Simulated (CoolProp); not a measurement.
Vapour pressure (MPa) of tetrahydrofuran: the reference equation beside estimates from Tc = 540.2 K, pc = 5.304 MPa, ω = 0.234. Clausius-Clapeyron is anchored at 326.5 K with a constant enthalpy of vaporisation of 30.69 kJ/mol.

The numbers come from the reference Helmholtz-energy equation of state, Fiedler 2023 in CoolProp.

```csv
T (K),reference,Lee-Kesler,Clausius-Clapeyron,van der Waals,Redlich-Kwong,Soave-Redlich-Kwong
269.8,0.005327,0.004970,0.006151,0.1463,0.01180,0.005096
284,0.01120,0.01054,0.01219,0.2055,0.02340,0.01076
298.1,0.02159,0.02050,0.02254,0.2793,0.04259,0.02083
312.3,0.03895,0.03738,0.03958,0.3706,0.07273,0.03780
326.5,0.06617,0.06416,0.06617,0.4806,0.1172,0.06462
340.6,0.1064,0.1042,0.1057,0.6100,0.1795,0.1046
354.8,0.1643,0.1624,0.1630,0.7620,0.2645,0.1626
368.9,0.2436,0.2425,0.2426,0.9361,0.3751,0.2424
383.1,0.3501,0.3508,0.3515,1.136,0.5172,0.3506
```

Absolute difference from the reference over all 9 rows, mean and median: Lee-Kesler 3.2 and 3.0 %, Clausius-Clapeyron 3.6 and 0.8 %, van der Waals 933.2 and 626.3 %, Redlich-Kwong 80.3 and 77.1 %, Soave-Redlich-Kwong 2.3 and 2.3 %.
